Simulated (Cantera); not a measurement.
Feed: 1 mol CuO, 0.78 mol F₂, 0.51 mol O₂, at 1648 K and 13.3 mbar.

Method: chemical equilibrium by Gibbs-energy minimisation in Cantera with the NASA 1993 tables (ideal gas, pure condensed phases). Candidate condensed phases: Cu, CuF₂, CuO, Cu₂O; 13 gas species. Kinetics and transport are ignored.

Base state: O₂ 0.500, CuF₂ 0.271, CuF 0.223, F 0.00569, O 0.000155, Cu 2.13e-5 (mole fractions); condensed: gas only.

**Question.** What changes in the equilibrium state with this change: pressure from 13.3 mbar to 19.0 Pa?

**Answer.** 
| species | before | after |
|---|---|---|
| O₂ | 0.500 | 0.439 |
| CuF | 0.223 | 0.316 |
| F | 0.00569 | 0.124 |
| CuF₂ | 0.271 | 0.119 |
| O | 0.000155 | 0.00122 |
| Cu | 2.13e-5 | 9.66e-5 |
